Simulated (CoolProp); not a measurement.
Vapour-liquid equilibrium of R143a (1) + propane (2) at 0.95 MPa; x and y are mole fractions of (1).

The numbers come from the multi-fluid Helmholtz-energy mixture model, Lemmon and Jacobsen 2000 and Lemmon 2009; pair parameters Bell 2016 in CoolProp.

```json
[
 {"x": "0.05", "bubble temperature, mixture model (K)": "293.6", "bubble temperature, Raoult's law (K)": "297.4", "y, mixture model": "0.132", "y, Raoult's law": "0.065"},
 {"x": "0.2", "bubble temperature, mixture model (K)": "286.2", "bubble temperature, Raoult's law (K)": "295.6", "y, mixture model": "0.353", "y, Raoult's law": "0.249"},
 {"x": "0.35", "bubble temperature, mixture model (K)": "283.2", "bubble temperature, Raoult's law (K)": "293.9", "y, mixture model": "0.465", "y, Raoult's law": "0.416"},
 {"x": "0.5", "bubble temperature, mixture model (K)": "282.0", "bubble temperature, Raoult's law (K)": "292.3", "y, mixture model": "0.547", "y, Raoult's law": "0.569"},
 {"x": "0.65", "bubble temperature, mixture model (K)": "281.8", "bubble temperature, Raoult's law (K)": "290.8", "y, mixture model": "0.631", "y, Raoult's law": "0.710"},
 {"x": "0.8", "bubble temperature, mixture model (K)": "282.8", "bubble temperature, Raoult's law (K)": "289.4", "y, mixture model": "0.742", "y, Raoult's law": "0.841"},
 {"x": "0.95", "bubble temperature, mixture model (K)": "285.9", "bubble temperature, Raoult's law (K)": "288.1", "y, mixture model": "0.917", "y, Raoult's law": "0.962"}
]
```

The largest gap from Raoult's law is -10.7 K in bubble temperature, at x = 0.35. y crosses x between x = 0.5 and 0.65: the model has an azeotrope there.

Pair parameters are fitted to limited data, so mixtures are less certain than the pure fluids.
